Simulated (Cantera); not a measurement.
Input: 1 mol PbO, 0.97 mol H2, equilibrated at 0.900 Torr.

Equilibrium computed with Cantera from the NASA thermochemical tables; the gas is ideal and each condensed phase is pure. Candidate condensed phases: H2O, Pb, PbO, PbO2, Pb3O4; 12 gas species. Mutual solubility and eutectic melting of coexisting phases are not modelled. Kinetics and transport are ignored.

Problem. Which condensed phases are stable at each of these points (T (K)): 1098, 1123, 1148, 1173, 1198, 1223, 1248, 1273, 1298, 1323, 1348?

Solution. 
| T (K) | condensed phases | Pb condensed (%) |
|---|---|---|
| 1098 | Pb(l) + PbO(yellow) | 89.0 |
| 1123 | Pb(l) + PbO(yellow) | 81.3 |
| 1148 | Pb(l) + PbO(yellow) | 67.4 |
| 1173 | Pb(l) | 42.7 |
| 1198 | gas only | 0.0 |
| 1223 | gas only | 0.0 |
| 1248 | gas only | 0.0 |
| 1273 | gas only | 0.0 |
| 1298 | gas only | 0.0 |
| 1323 | gas only | 0.0 |
| 1348 | gas only | 0.0 |

From 1098 K to 1148 K the condensed part is Pb(l) + PbO(yellow). At 1173 K the condensed part is Pb(l). From 1198 K to 1348 K nothing is condensed.
